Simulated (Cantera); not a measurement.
A perfectly stirred reactor is fed with CH₄ : CO : O₂ : N₂ : H₂O = 1 : 0.074 : 1.2 : 4.51 : 0.64 (molar parts), at 1.00 bar; it is adiabatic with a 623 K inlet, and is followed from long to short residence time, starting on the burning branch (τ in s: 0.11, 0.04, 0.015, 0.0055, 0.002, 0.00076, 0.00028, 0.0001, 3.8e-05).

Detailed kinetics in Cantera: GRI-Mech 3.0 (53 species, 325 reactions).

Task: What does this change do: inlet temperature 623 to 725 K?

Result: 
```json
[
 {"quantity": "blow-out, bracketed by the residence times tried", "before": "burning at 2.00 ms, out at 0.760 ms", "after": "burning at 0.760 ms, out at 0.280 ms"},
 {"quantity": "x(CH₄) at τ = 0.110 s", "before": "0.00290", "after": "0.00139"},
 {"quantity": "x(CO) at τ = 0.110 s", "before": "0.0844", "after": "0.0894"},
 {"quantity": "x(O₂) at τ = 0.110 s", "before": "0.000283", "after": "0.000161"},
 {"quantity": "x(N₂O) at τ = 0.110 s", "before": "2.36e-9", "after": "6.32e-9"},
 {"quantity": "x(NO) at τ = 0.110 s", "before": "2.08e-5", "after": "5.35e-5"},
 {"quantity": "x(CH₄) at τ = 2.00 ms", "before": "0.00915", "after": "0.00603"},
 {"quantity": "x(CO) at τ = 2.00 ms", "before": "0.0760", "after": "0.0802"},
 {"quantity": "x(O₂) at τ = 2.00 ms", "before": "0.00713", "after": "0.00429"},
 {"quantity": "x(N₂O) at τ = 2.00 ms", "before": "4.77e-9", "after": "6.51e-9"},
 {"quantity": "x(NO) at τ = 2.00 ms", "before": "5.20e-6", "after": "1.78e-5"}
]
```

Task: What does this change do: O2 1.2 to 1.8 parts?

Result: 
```tsv
quantity	before	after
blow-out, bracketed by the residence times tried	burning at 2.00 ms, out at 0.760 ms	burning at 38.0 µs, the shortest tried
x(CH₄) at τ = 0.110 s	0.00290	1.09e-6
x(CO) at τ = 0.110 s	0.0844	0.0469
x(O₂) at τ = 0.110 s	0.000283	0.00485
x(N₂O) at τ = 0.110 s	2.36e-9	1.32e-7
x(NO) at τ = 0.110 s	2.08e-5	0.00268
x(CH₄) at τ = 2.00 ms	0.00915	3.94e-5
x(CO) at τ = 2.00 ms	0.0760	0.0502
x(O₂) at τ = 2.00 ms	0.00713	0.00877
x(N₂O) at τ = 2.00 ms	4.77e-9	1.00e-7
x(NO) at τ = 2.00 ms	5.20e-6	0.000724
```
